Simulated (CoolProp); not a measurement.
The numbers come from the reference Helmholtz-energy equation of state, Lemmon 2016 in CoolProp.

### Question
Give the vapour pressure (MPa), vapour density (kg/m³), liquid cp (kJ/(kg K)) of saturated R115 at 209.3, 220.6, 231.9 K.

### Answer
| T (K) | p (MPa) | vapour density (kg/m³) | liquid cp (kJ/(kg K)) |
|---|---|---|---|
| 209.3 | 0.0289 | 2.61 | 0.896 |
| 220.6 | 0.0535 | 4.63 | 0.912 |
| 231.9 | 0.0924 | 7.71 | 0.931 |
